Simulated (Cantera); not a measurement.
What does this Cantera script print?

```python
import numpy as np
import cantera as ct

gas = ct.Solution("gri30.yaml")
gas.TPX = 1773, 22000, {'CO': 1, 'H2': 0.063, 'CH4': 0.08, 'O2': 0.532, 'N2': 2, 'H2O': 0.54}
reactor = ct.IdealGasConstPressureReactor(gas, energy="on", clone=False)
net = ct.ReactorNet([reactor])
net.rtol, net.atol = 1e-08, 1e-16
show = ['CO', 'H2', 'CH4', 'HO2', 'HCN']
times = np.geomspace(9e-06, 0.7, 12)

steps = ct.SolutionArray(gas, extra=["t"])
rows = []
print(f"{'t/s':>10s}{'T/K':>9s}{'P/Pa':>11s}" + "".join(f"{s:>11s}" for s in show))
for t in times:
    while net.time < t:
        t_next = net.step()
        steps.append(gas.state, t=t_next)
    rows.append([np.interp(t, steps.t, y) for y in (steps.T, steps.P, *steps(*show).X.T)])
    print(f"{t:10.3e}{rows[-1][0]:9.1f}{rows[-1][1]:11.4g}" + "".join(f"{x:11.3e}" for x in rows[-1][2:]))
rate = np.gradient(steps.T, steps.t)
print("integrator steps:", len(steps.t))
if steps.T.max() > steps.T[0] + 200:
    print(f"time of steepest temperature rise: {steps.t[rate.argmax()]:.4e} s")
gas.TPX = 1773, 22000, {'CO': 1, 'H2': 0.063, 'CH4': 0.08, 'O2': 0.532, 'N2': 2, 'H2O': 0.54}
gas.equilibrate("HP")
print(f"equilibrium (HP): T = {gas.T:.1f} K  " + "  ".join(f"{s} {gas[s].X[0]:.3e}" for s in show))
```

Output:

```
       t/s      T/K       P/Pa         CO         H2        CH4        HO2        HCN
 9.000e-06   1773.0    2.2e+04  2.372e-01  1.495e-02  1.897e-02  6.834e-07  1.003e-15
 2.505e-05   1773.0    2.2e+04  2.372e-01  1.494e-02  1.894e-02  1.148e-06  2.524e-14
 6.974e-05   1773.4    2.2e+04  2.371e-01  1.490e-02  1.857e-02  2.701e-06  7.561e-12
 1.941e-04   2040.9    2.2e+04  1.736e-01  2.225e-02  4.917e-13  3.223e-06  2.468e-08
 5.404e-04   2212.3    2.2e+04  1.396e-01  2.781e-02  1.113e-16  2.135e-06  5.405e-12
 1.504e-03   2429.8    2.2e+04  1.359e-01  2.469e-02  1.526e-16  2.227e-06  2.299e-11
 4.188e-03   2611.9    2.2e+04  1.293e-01  2.154e-02  5.088e-16  3.384e-06  2.185e-10
 1.166e-02   2630.5    2.2e+04  1.285e-01  2.126e-02  6.461e-16  3.464e-06  5.900e-10
 3.245e-02   2627.6    2.2e+04  1.287e-01  2.138e-02  6.669e-16  3.350e-06  8.437e-10
 9.033e-02   2627.4    2.2e+04  1.287e-01  2.139e-02  6.688e-16  3.340e-06  8.654e-10
 2.515e-01   2627.4    2.2e+04  1.287e-01  2.139e-02  6.688e-16  3.340e-06  8.654e-10
 7.000e-01   2627.4    2.2e+04  1.287e-01  2.139e-02  6.688e-16  3.340e-06  8.654e-10
integrator steps: 1354
time of steepest temperature rise: 1.5371e-04 s
equilibrium (HP): T = 2627.4 K  CO 1.287e-01  H2 2.139e-02  CH4 9.018e-16  HO2 3.340e-06  HCN 8.654e-10
```

Cantera simulation using GRI-Mech 3.0 (53 species, 325 reactions); the numbers are that mechanism's predictions, not measurements.
